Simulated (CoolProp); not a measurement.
A closed Brayton cycle with carbon dioxide: compressor inlet 306.15 K and 8 MPa, high pressure 27.4 MPa, turbine inlet 895 K, compressor efficiency 0.85, turbine efficiency 0.93, recuperator effectiveness 0 (on enthalpy, no pinch check). Each further row changes one setting.

The numbers come from the reference Helmholtz-energy equation of state, Span 1996 in CoolProp.

```json
[
 {"case": "as stated", "thermal efficiency (%)": "18.7", "net work (kJ/kg)": "147", "compressor to turbine work": "0.18", "compressor exit (K)": "345.3", "turbine exit (K)": "737.0"},
 {"case": "turbine inlet 845 K", "thermal efficiency (%)": "…", "net work (kJ/kg)": "…", "compressor to turbine work": "…", "compressor exit (K)": "345.3", "turbine exit (K)": "692.6"},
 {"case": "compressor inlet 316.15 K", "thermal efficiency (%)": "18.5", "net work (kJ/kg)": "…", "compressor to turbine work": "0.33", "compressor exit (K)": "411.8", "turbine exit (K)": "737.0"},
 {"case": "high pressure 23.3 MPa", "thermal efficiency (%)": "16.6", "net work (kJ/kg)": "…", "compressor to turbine work": "…", "compressor exit (K)": "…", "turbine exit (K)": "757.0"},
 {"case": "recuperator effectiveness 0.5", "thermal efficiency (%)": "…", "net work (kJ/kg)": "147", "compressor to turbine work": "0.18", "compressor exit (K)": "345.3", "turbine exit (K)": "737.0"}
]
```

Q: Complete the blanks.

A: 
- turbine inlet 845 K, thermal efficiency (%): 18.8
- turbine inlet 845 K, net work (kJ/kg): 135
- turbine inlet 845 K, compressor to turbine work: 0.19
- compressor inlet 316.15 K, net work (kJ/kg): 120
- high pressure 23.3 MPa, net work (kJ/kg): 131
- high pressure 23.3 MPa, compressor to turbine work: 0.17
- high pressure 23.3 MPa, compressor exit (K): 339.2
- recuperator effectiveness 0.5, thermal efficiency (%): 26.6
